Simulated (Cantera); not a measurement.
A closed system holds: 1 mol CS₂, 1.2 mol O₂, equilibrated at 1 atm.

Method: chemical equilibrium by Gibbs-energy minimisation in Cantera with the NASA 1993 tables (ideal gas, pure condensed phases). Candidate condensed phases: C, S; 22 gas species. Equilibrium is a limit: real reactors are often held back by kinetics, nucleation or transport. All values below are at 2550 K.

Base state: CO 0.343, S₂ 0.234, SO₂ 0.182, SO 0.138, CO₂ 0.0699, S 0.0259, S₂O 0.00621, COS 0.00121 (mole fractions); condensed: gas only.

Problem. What changes in the equilibrium state with this change: CS₂ replaced by SF₆?

Solution. 
| species | before | after |
|---|---|---|
| F | 0 | 0.815 |
| SO₂ | 0.182 | 0.120 |
| O₂ | 9.38e-5 | 0.0398 |
| CO | 0.343 | 0 |
| S₂ | 0.234 | 5.65e-7 |
| CO₂ | 0.0699 | 0 |
| SOF₂ | 0 | 0.0101 |
| S | 0.0259 | 4.02e-5 |
| SO | 0.138 | 0.00443 |
| SF₂ | 0 | 0.00491 |
| COS | 0.00121 | 0 |
The tables' values for SOF₂, SF₃ are old estimates; treat these amounts as uncertain.
